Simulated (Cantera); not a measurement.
Input (Python, Cantera) and output of one run.

```python
import numpy as np
import cantera as ct

gas_names = """
    Cu CuF CuF2 Cu2 F F2 H HF H2 H2F2 H3F3 H4F4 H5F5 H6F6 H7F7
""".split()
cond_names = """
    Cu(cr) Cu(L) CuF2(s) CuF2(L)
""".split()


# ... load() reads the species with a 1 bar reference pressure and builds the phases ...
atoms = {
    'Cu': {'Cu': 1},
    'F2': {'F': 2},
    'H2': {'H': 2},
}
top_T = {}  # K; cautious upper limits of use, not melting points


# ... equilibrate(T, P, feed) seeds the gas with the atoms and calls Mixture.equilibrate('TP', solver="vcs", rtol=1e-11, max_steps=5000) ...
results = []
T = 1098  # K
P = 78000  # Pa
for m in [0.69, 0.78, 0.89, 1, 1.2, 1.3, 1.5, 1.7, 1.9, 2.2, 2.5, 2.9, 3.3]:
    feed = {'Cu': 1, 'F2': m, 'H2': 0.18}  # mol
    mix = equilibrate(T, P, feed)
    results.append((T, P, feed, dict(zip(mix.species_names, mix.species_moles))))
    x = sorted(zip(gas.X, gas.species_names), reverse=True)
    print(f"T = {T:g} K  P = {P:g} Pa  n(F2) = {m:g} mol  gas = {mix.phase_moles(0):.4g} mol")
    print("   x: " + "  ".join(f"{s} {v:.3e}" for v, s in x if v > 0.0001))
    print("   condensed (mol): " + ("  ".join(f"{mix.phase(i).name} {mix.phase_moles(i):.4g}"
          for i in range(1, mix.n_phases) if mix.phase_moles(i) > 1e-12) or "none"))
```

Result:

```
T = 1098 K  P = 78000 Pa  n(F2) = 0.69 mol  gas = 0.3602 mol
   x: HF 9.995e-01  CuF2 2.281e-04  CuF 2.269e-04
   condensed (mol): Cu(cr) 0.49  CuF2(s) 0.5099
T = 1098 K  P = 78000 Pa  n(F2) = 0.78 mol  gas = 0.3602 mol
   x: HF 9.995e-01  CuF2 2.281e-04  CuF 2.269e-04
   condensed (mol): Cu(cr) 0.4  CuF2(s) 0.5999
T = 1098 K  P = 78000 Pa  n(F2) = 0.89 mol  gas = 0.3602 mol
   x: HF 9.995e-01  CuF2 2.281e-04  CuF 2.269e-04
   condensed (mol): Cu(cr) 0.29  CuF2(s) 0.7099
T = 1098 K  P = 78000 Pa  n(F2) = 1 mol  gas = 0.3602 mol
   x: HF 9.995e-01  CuF2 2.281e-04  CuF 2.269e-04
   condensed (mol): Cu(cr) 0.18  CuF2(s) 0.8199
T = 1098 K  P = 78000 Pa  n(F2) = 1.2 mol  gas = 0.3889 mol
   x: HF 9.255e-01  F 4.559e-02  F2 2.863e-02  CuF2 2.281e-04
   condensed (mol): CuF2(s) 0.9999
T = 1098 K  P = 78000 Pa  n(F2) = 1.3 mol  gas = 0.5091 mol
   x: HF 7.071e-01  F2 1.787e-01  F 1.139e-01  CuF2 2.281e-04
   condensed (mol): CuF2(s) 0.9999
T = 1098 K  P = 78000 Pa  n(F2) = 1.5 mol  gas = 0.7393 mol
   x: HF 4.869e-01  F2 3.528e-01  F 1.600e-01  CuF2 2.281e-04
   condensed (mol): CuF2(s) 0.9998
T = 1098 K  P = 78000 Pa  n(F2) = 1.7 mol  gas = 0.9674 mol
   x: F2 4.474e-01  HF 3.721e-01  F 1.802e-01  CuF2 2.281e-04
   condensed (mol): CuF2(s) 0.9998
T = 1098 K  P = 78000 Pa  n(F2) = 1.9 mol  gas = 1.195 mol
   x: F2 5.067e-01  HF 3.013e-01  F 1.918e-01  CuF2 2.281e-04
   condensed (mol): CuF2(s) 0.9997
T = 1098 K  P = 78000 Pa  n(F2) = 2.2 mol  gas = 1.536 mol
   x: F2 5.631e-01  HF 2.344e-01  F 2.022e-01  CuF2 2.281e-04
   condensed (mol): CuF2(s) 0.9996
T = 1098 K  P = 78000 Pa  n(F2) = 2.5 mol  gas = 1.876 mol
   x: F2 5.993e-01  F 2.086e-01  HF 1.919e-01  CuF2 2.281e-04
   condensed (mol): CuF2(s) 0.9996
T = 1098 K  P = 78000 Pa  n(F2) = 2.9 mol  gas = 2.33 mol
   x: F2 6.312e-01  F 2.141e-01  HF 1.545e-01  CuF2 2.281e-04
   condensed (mol): CuF2(s) 0.9995
T = 1098 K  P = 78000 Pa  n(F2) = 3.3 mol  gas = 2.784 mol
   x: F2 6.527e-01  F 2.177e-01  HF 1.293e-01  CuF2 2.281e-04
   condensed (mol): CuF2(s) 0.9994
```

Equilibrium computed with Cantera from the NASA thermochemical tables; the gas is ideal and each condensed phase is pure. Mutual solubility and eutectic melting of coexisting phases are not modelled.
